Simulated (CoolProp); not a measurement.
Diethyl ether along the isotherm 513.1 K: Z from the reference equation and from simpler models built on Tc = 467.9 K, pc = 37.17 bar, ω = 0.282; each cubic takes its own stable root.

Model: reference Helmholtz-energy equation of state, Thol 2014, in CoolProp.

| p (bar) | phase | reference |
|---|---|---|
| 11.6 | gas | 0.9191 |
| 23.2 | gas | 0.8263 |
| 34.8 | gas | 0.7189 |
| 46.5 | supercritical | 0.5948 |
| 58.1 | supercritical | 0.4695 |
| 69.7 | supercritical | 0.4015 |
| 81.3 | supercritical | 0.3991 |
| 92.9 | supercritical | 0.4190 |

**Question.** How far does each simpler model (van der Waals, Redlich-Kwong, Soave-Redlich-Kwong, Peng-Robinson) lie from the reference over these 8 states: mean and median of the absolute difference, and the worst?

**Answer.** 
- van der Waals: mean 8.9 %, median 7.3 %, worst +24.6 % at 513.1 K and 92.9 bar
- Redlich-Kwong: mean 4.1 %, median 2.7 %, worst +10.0 % at 513.1 K and 92.9 bar
- Soave-Redlich-Kwong: mean 9.1 %, median 8.0 %, worst +18.5 % at 513.1 K and 81.3 bar
- Peng-Robinson: mean 4.4 %, median 3.0 %, worst +9.8 % at 513.1 K and 69.7 bar
